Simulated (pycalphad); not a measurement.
## Phase fractions of Al-1.68Fe-4.96Si (at.%)

All values are pycalphad results on the COST 507 light-alloy database (1999) (1 atm), not direct measurements. The database dates from 1999; later assessments differ in places, in temperatures and in the compounds included. Phase fractions are per mole of atoms.

| T (K) | liquid | AL13FE4 | ALFESI_ALPHA | fcc | ALFESI_BETA | diamond (Si) |
|---|---|---|---|---|---|---|
| 1000 | 1.000 | - | - | - | - | - |
| 950 | 0.994 | 0.006 | - | - | - | - |
| 900 | 0.955 | - | 0.045 | - | - | - |
| 850 | 0.194 | - | - | 0.698 | 0.108 | - |
| 800 | - | - | - | 0.864 | 0.112 | 0.024 |
| 750 | - | - | - | 0.860 | 0.112 | 0.028 |
| 700 | - | - | - | 0.858 | 0.112 | 0.030 |
| 650 | - | - | - | 0.857 | 0.112 | 0.031 |
| 600 | - | - | - | 0.856 | 0.112 | 0.032 |
| 550 | - | - | - | 0.856 | 0.112 | 0.032 |
| 500 | - | - | - | 0.855 | 0.112 | 0.033 |

Database names, with the compositions (at.%) that they take in these runs: AL13FE4: Al 76 Fe 24 Si 1; ALFESI_ALPHA: Al 73 Fe 19 Si 8; ALFESI_BETA: Al 70 Fe 15 Si 15.
